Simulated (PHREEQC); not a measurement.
A solution holds 0.0045 mol/kgw HCl, 5.8e-05 mol/kgw CaCl2 and 0.031 mol/kgw MnSO4, at 75 °C. Closed to the air; pH follows from the charge balance.

Model: ion-association model, wateq4f.dat, run in PHREEQC.

```csv
quantity,before,after
pH,2.90,3.17
ionic strength (mol/kgw),0.0644,0.0653
Ca+2 (mol/kgw),3.51e-5,3.46e-5
SI of Portlandite (Ca(OH)2),-18.59,-18.05
```

**Question.** What was changed between the two runs?
A) MnSO4 left out
B) 0.002 mol/kgw LiOH added
C) temperature from 75 to 80 °C
D) 0.021 mol/kgw Al2(SO4)3 added

**Answer.** B, 0.002 mol/kgw LiOH added

Precipitation was switched off in this run. Away from 25 °C the constants follow the database's enthalpies or fits; those with neither stay at their 25 °C values.
